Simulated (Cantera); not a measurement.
Stirred combustor or abatement burner

A perfectly stirred reactor is fed with 3.58 % C₂H₄, 16.5 % O₂, 62.3 % N₂, 17.6 % H₂O, at 101000 Pa; it is adiabatic with a 600 K inlet, and is followed from long to short residence time, starting on the burning branch (τ in s: 0.25, 0.088, 0.031, 0.011, 0.0037, 0.0013, 0.00045, 0.00016, 5.5e-05, 1.9e-05).

Cantera simulation using GRI-Mech 3.0 (53 species, 325 reactions); the numbers are that mechanism's predictions, not measurements. GRI-Mech 3.0 was tuned for natural gas; its chemistry of ethylene as a main component is partial and can be far from experiment.

| τ (s) | T (K) | x C₂H₄ | x O₂ | x H₂O | x N₂O | x H | x H₂O₂ |
|---|---|---|---|---|---|---|---|
| 0.25 | 1844 | 2.18e-6 | 0.0578 | 0.246 | 1.84e-7 | 1.19e-5 | 8.60e-8 |
| 0.088 | 1840 | 4.74e-6 | 0.0579 | 0.246 | 2.61e-7 | 2.48e-5 | 1.15e-7 |
| 0.031 | 1833 | 9.55e-6 | 0.0580 | 0.245 | 3.60e-7 | 6.08e-5 | 1.67e-7 |
| 0.011 | 1820 | 1.85e-5 | 0.0583 | 0.244 | 4.18e-7 | 0.000156 | 2.52e-7 |
| 0.0037 | 1795 | 3.66e-5 | 0.0591 | 0.242 | 3.94e-7 | 0.000411 | 3.90e-7 |
| 0.0013 | 1755 | 7.28e-5 | 0.0606 | 0.239 | 3.28e-7 | 0.000963 | 6.01e-7 |
| 0.00045 | 1689 | 0.000162 | 0.0638 | 0.236 | 2.57e-7 | 0.00195 | 9.64e-7 |
| 0.00016 | 1582 | 0.000474 | 0.0710 | 0.232 | 1.84e-7 | 0.00284 | 1.69e-6 |
| 5.5e-5 | 600 | 0.0358 | 0.165 | 0.176 | <1e-12 | <1e-12 | <1e-12 |
| 1.9e-5 | 600 | 0.0358 | 0.165 | 0.176 | <1e-12 | <1e-12 | <1e-12 |
x: mole fraction; the columns are a selection and need not sum to one.
